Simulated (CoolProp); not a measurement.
Vapour-liquid equilibrium of benzene (1) + n-octane (2) at 419.4 K; x and y are mole fractions of (1).

Computed with CoolProp (multi-fluid Helmholtz-energy mixture model, Thol 2012 and Beckmüller 2019; pair parameters Bell 2016).

| x | bubble pressure, mixture model (kPa) | bubble pressure, Raoult's law (kPa) | y, mixture model | y, Raoult's law |
|---|---|---|---|---|
| 0.05 | 194.5 | 192.0 | 0.143 | 0.140 |
| 0.15 | 236.6 | 228.5 | 0.357 | 0.354 |
| 0.25 | 278.2 | 265.1 | 0.508 | 0.509 |
| 0.35 | 318.1 | 301.6 | 0.618 | 0.626 |
| 0.45 | ? | 338.2 | 0.703 | 0.717 |
| 0.55 | 391.9 | 374.7 | 0.771 | 0.791 |
| 0.65 | 426.0 | 411.3 | 0.829 | 0.852 |
| 0.75 | 458.9 | 447.8 | 0.881 | 0.903 |
| 0.85 | 491.1 | 484.3 | ? | 0.946 |
| 0.95 | ? | 520.9 | ? | 0.983 |

Fill in the missing entries.


- 0.45, bubble pressure, mixture model (kPa): 356.1
- 0.85, y, mixture model: 0.929
- 0.95, bubble pressure, mixture model (kPa): 523.1
- 0.95, y, mixture model: 0.976

The largest gap from Raoult's law is +5.5 % in bubble pressure, at x = 0.35. No azeotrope shows between x = 0.05 and 0.95.

Pair parameters are fitted to limited data, so mixtures are less certain than the pure fluids.
